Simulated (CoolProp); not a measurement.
The fluid at 273.13 K and 0.456 MPa is throttled through a valve to 0.131 MPa with no heat exchange. The same conditions are run with several fluids, on thermodynamics alone (safety and materials aside).

Values from CoolProp's reference Helmholtz-energy equation of state of each fluid (nitrogen: Span 2000; C2F6 (R116): Lemmon 2006; CH2F2 (R32): Tillner-Roth 1997; hydrogen sulfide: Lemmon 2006; oxygen: Schmidt 1985).

Problem. Rank nitrogen, C2F6 (R116), CH2F2 (R32), hydrogen sulfide, oxygen by temperature change (K), highest first.

Solution. nitrogen (-0.8), oxygen (-1.0), C2F6 (R116) (-3.6), hydrogen sulfide (-7.1), CH2F2 (R32) (-12.0)

```csv
fluid,final density (kg/m³)
nitrogen,1.62
C2F6 (R116),8.23
CH2F2 (R32),3.23
hydrogen sulfide,2.05
oxygen,1.86
```
